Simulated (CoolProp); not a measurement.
Saturation properties of octamethyltrisiloxane (MDM).

Model: reference Helmholtz-energy equation of state, Thol 2017, in CoolProp.

```
T (K)  p (bar)  liquid density (kg/m³)  vapour density (kg/m³)  enthalpy of vaporisation (kJ/kg)  liquid cp (kJ/(kg K))  surface tension (mN/m)
-----  -------  ----------------------  ----------------------  --------------------------------  ---------------------  ----------------------
419.9   0.8699                       …                   6.314                             155.2                  2.096                    6.77
426.6        …                   673.9                       …                             152.1                  2.115                    6.31
433.4    1.236                   665.3                   8.875                             149.0                  2.134                    5.86
440.1    1.457                   656.5                   10.42                                 …                  2.154                       …
446.9    1.711                   647.4                   12.21                                 …                  2.174                       …
453.6    1.993                   638.2                   14.22                             139.1                  2.195                    4.58
460.4    2.314                   628.5                   16.53                             135.6                  2.216                    4.17
467.1    2.668                   618.7                   19.10                             131.9                  2.239                    3.79
473.9    3.068                   608.4                       …                             128.1                  2.262                    3.40
```

### Question
What belongs in the gaps?

### Answer

- 419.9, liquid density (kg/m³): 682.3
- 426.6, p (bar): 1.039
- 426.6, vapour density (kg/m³): 7.498
- 440.1, enthalpy of vaporisation (kJ/kg): 145.8
- 440.1, surface tension (mN/m): 5.42
- 446.9, enthalpy of vaporisation (kJ/kg): 142.5
- 446.9, surface tension (mN/m): 4.99
- 473.9, vapour density (kg/m³): 22.06

It boils at 425.6 K under 1 atm.

Surface tension comes from a separate correlation (Mulero 2014), older than this fluid's equation and unchecked against measurements.
